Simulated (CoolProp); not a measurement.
Fluorine along the isotherm 80 K: fugacity coefficient from the reference equation and from simpler models built on Tc = 144.4 K, pc = 5240 kPa, ω = 0.045; each cubic takes its own stable root.

The numbers come from the reference Helmholtz-energy equation of state, de Reuck 1990 in CoolProp.

| p (kPa) | phase | reference |
|---|---|---|
| 873 | liquid | 0.06312 |
| 1750 | liquid | 0.03253 |
| 2620 | liquid | 0.02244 |
| 3490 | liquid | 0.01740 |
| 4370 | liquid | 0.01435 |
| 5240 | liquid | 0.01236 |
| 6110 | liquid | 0.01095 |
| 6990 | liquid | 0.009883 |
| 7860 | liquid | 0.009075 |

How far does each simpler model (van der Waals, Redlich-Kwong, Soave-Redlich-Kwong, Peng-Robinson) lie from the reference over these 9 states: mean and median of the absolute difference, and the worst?


- van der Waals: mean 426.8 %, median 426.7 %, worst +457.5 % at 80 K and 7860 kPa
- Redlich-Kwong: mean 19.0 %, median 19.0 %, worst -19.1 % at 80 K and 7860 kPa
- Soave-Redlich-Kwong: mean 1.5 %, median 1.5 %, worst +1.6 % at 80 K and 873 kPa
- Peng-Robinson: mean 4.2 %, median 4.3 %, worst +5.8 % at 80 K and 873 kPa
